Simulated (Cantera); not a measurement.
What does this Cantera script print?

```python
import numpy as np
import cantera as ct

gas = ct.Solution("gri30.yaml")
gas.TPX = 1375, 1000000, {'CH4': 1, 'CO': 0.95, 'O2': 1.65, 'N2': 6.2, 'H2O': 0.53}
reactor = ct.IdealGasReactor(gas, energy="on", clone=False)
net = ct.ReactorNet([reactor])
net.rtol, net.atol = 1e-08, 1e-16
show = ['CH4', 'CO', 'O2', 'C2H2', 'H2O2', 'HO2', 'N2O']
times = np.geomspace(2e-06, 2, 15)

steps = ct.SolutionArray(gas, extra=["t"])
rows = []
print(f"{'t/s':>10s}{'T/K':>9s}{'P/Pa':>11s}" + "".join(f"{s:>11s}" for s in show))
for t in times:
    while net.time < t:
        t_next = net.step()
        steps.append(gas.state, t=t_next)
    rows.append([np.interp(t, steps.t, y) for y in (steps.T, steps.P, *steps(*show).X.T)])
    print(f"{t:10.3e}{rows[-1][0]:9.1f}{rows[-1][1]:11.4g}" + "".join(f"{x:11.3e}" for x in rows[-1][2:]))
rate = np.gradient(steps.T, steps.t)
print("integrator steps:", len(steps.t))
if steps.T.max() > steps.T[0] + 200:
    print(f"time of steepest temperature rise: {steps.t[rate.argmax()]:.4e} s")
gas.TPX = 1375, 1000000, {'CH4': 1, 'CO': 0.95, 'O2': 1.65, 'N2': 6.2, 'H2O': 0.53}
gas.equilibrate("UV")
print(f"equilibrium (UV): T = {gas.T:.1f} K  " + "  ".join(f"{s} {gas[s].X[0]:.3e}" for s in show))
```

Result:

```
       t/s      T/K       P/Pa        CH4         CO         O2       C2H2       H2O2        HO2        N2O
 2.000e-06   1375.0      1e+06  9.680e-02  9.196e-02  1.597e-01  3.242e-17  5.293e-09  2.099e-07  6.207e-13
 5.365e-06   1375.0      1e+06  9.680e-02  9.196e-02  1.597e-01  6.557e-16  2.084e-08  4.051e-07  2.324e-12
 1.439e-05   1375.0      1e+06  9.680e-02  9.196e-02  1.597e-01  4.268e-14  4.324e-08  5.864e-07  8.935e-12
 3.861e-05   1375.1      1e+06  9.677e-02  9.195e-02  1.597e-01  4.275e-12  6.317e-08  8.166e-07  3.534e-11
 1.036e-04   1375.9  1.001e+06  9.664e-02  9.193e-02  1.596e-01  2.636e-10  1.083e-07  1.346e-06  1.505e-10
 2.779e-04   1379.5  1.003e+06  9.615e-02  9.185e-02  1.593e-01  7.132e-09  2.348e-07  2.730e-06  6.479e-10
 7.455e-04   1404.4  1.021e+06  9.319e-02  9.162e-02  1.570e-01  3.943e-07  9.770e-07  9.955e-06  4.363e-09
 2.000e-03   2981.6  2.268e+06  1.770e-11  1.160e-01  1.325e-03  8.162e-14  5.313e-07  2.696e-06  7.277e-07
 5.365e-03   2981.6  2.268e+06  1.770e-11  1.160e-01  1.325e-03  8.162e-14  5.313e-07  2.696e-06  7.277e-07
 1.439e-02   2981.6  2.268e+06  1.770e-11  1.160e-01  1.325e-03  8.162e-14  5.313e-07  2.696e-06  7.277e-07
 3.861e-02   2981.6  2.268e+06  1.770e-11  1.160e-01  1.325e-03  8.162e-14  5.313e-07  2.696e-06  7.277e-07
 1.036e-01   2981.6  2.268e+06  1.770e-11  1.160e-01  1.325e-03  8.162e-14  5.313e-07  2.696e-06  7.277e-07
 2.779e-01   2981.6  2.268e+06  1.770e-11  1.160e-01  1.325e-03  8.162e-14  5.313e-07  2.696e-06  7.277e-07
 7.455e-01   2981.6  2.268e+06  1.770e-11  1.160e-01  1.325e-03  8.162e-14  5.313e-07  2.696e-06  7.277e-07
 2.000e+00   2981.6  2.268e+06  1.770e-11  1.160e-01  1.325e-03  8.162e-14  5.313e-07  2.696e-06  7.277e-07
integrator steps: 2194
time of steepest temperature rise: 1.1510e-03 s
equilibrium (UV): T = 2981.6 K  CH4 2.048e-11  CO 1.160e-01  O2 1.325e-03  C2H2 8.712e-14  H2O2 5.313e-07  HO2 2.696e-06  N2O 7.277e-07
```

Cantera simulation using GRI-Mech 3.0 (53 species, 325 reactions); the numbers are that mechanism's predictions, not measurements.
